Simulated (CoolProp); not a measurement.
The fluid at 264.26 K and 2.7 MPa flows at 3.6 m/s in a round tube of 100 mm bore and 15 µm roughness, fully developed (64/Re and Nu = 3.66 if laminar; Colebrook and Gnielinski if turbulent). The same conditions are run with several fluids, on thermodynamics alone (safety and materials aside).

Model: reference Helmholtz-energy equation of state of each fluid (CH2F2 (R32): Tillner-Roth 1997; C2F6 (R116): Lemmon 2006; n-heptane: Span 2003; R407C: Lemmon 2003; R507A: Lemmon 2003), in CoolProp. Blends and air are pseudo-pure fits.

Problem. Rank CH2F2 (R32), C2F6 (R116), n-heptane, R407C, R507A by Reynolds number, highest first.

Solution. C2F6 (R116) (3250000), CH2F2 (R32) (2250000), R507A (2000000), R407C (1920000), n-heptane (423000)

```
fluid        Darcy friction factor  pressure drop (Pa/m)  heat-transfer coefficient (W/(m² K))  mass flow (kg/h)
-----------  ---------------------  --------------------  ------------------------------------  ----------------
CH2F2 (R32)                 0.0135                   957                                  8930            111000
C2F6 (R116)                 0.0134                  1080                                  5550            127000
n-heptane                   0.0152                   700                                  3490             72300
R407C                       0.0136                  1130                                  6580            130000
R507A                       0.0136                  1060                                  5710            122000
```

Transport values come from each fluid's own correlations; those of CH2F2 (R32), C2F6 (R116) are estimates that may be off by 10 % or more.
